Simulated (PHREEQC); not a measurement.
# Copper plating or etch bath (model solution)

Dissolve 2.6 mmol/kgw Cu(BF4)2, 0.0013 mmol/kgw H2SO4 and 0.0013 mmol/kgw KCl at 25 °C. Closed to the air; pH follows from the charge balance.

Computed with PHREEQC (ion-association model, phreeqc.dat).

```yaml
pH: 2.99
ionic_strength: 0.00879 mol/kgw
total_alkalinity: -15.6 meq/kg
```

```json
[
 {"species": "BF4-", "molality": "0.00348", "activity": "0.00315", "log γ": "-0.042"},
 {"species": "HF", "molality": "0.00297", "activity": "0.00298", "log γ": "0.001"},
 {"species": "Cu+2", "molality": "0.00253", "activity": "0.00175", "log γ": "-0.161"},
 {"species": "F-", "molality": "0.00213", "activity": "0.00193", "log γ": "-0.043"},
 {"species": "H+", "molality": "0.00112", "activity": "0.00103", "log γ": "-0.037"},
 {"species": "H3BO3", "molality": "0.00110", "activity": "0.00110", "log γ": "0.001"},
 {"species": "BF3OH-", "molality": "0.000430", "activity": "0.000390", "log γ": "-0.042"},
 {"species": "BF2(OH)2-", "molality": "0.000197", "activity": "0.000179", "log γ": "-0.042"},
 {"species": "CuF+", "molality": "6.74e-5", "activity": "6.12e-5", "log γ": "-0.042"},
 {"species": "HF2-", "molality": "2.42e-5", "activity": "2.20e-5", "log γ": "-0.042"},
 {"species": "K+", "molality": "1.30e-6", "activity": "1.18e-6", "log γ": "-0.043"},
 {"species": "Cl-", "molality": "1.29e-6", "activity": "1.17e-6", "log γ": "-0.043"},
 {"species": "SO4-2", "molality": "9.86e-7", "activity": "6.73e-7", "log γ": "-0.166"},
 {"species": "BF(OH)3-", "molality": "9.28e-7", "activity": "8.42e-7", "log γ": "-0.042"}
]
```

This is a speciation only: nothing precipitates in the calculation. Species that the database lacks are ignored. Real BF4- forms and hydrolyses slowly; the run takes it at equilibrium.
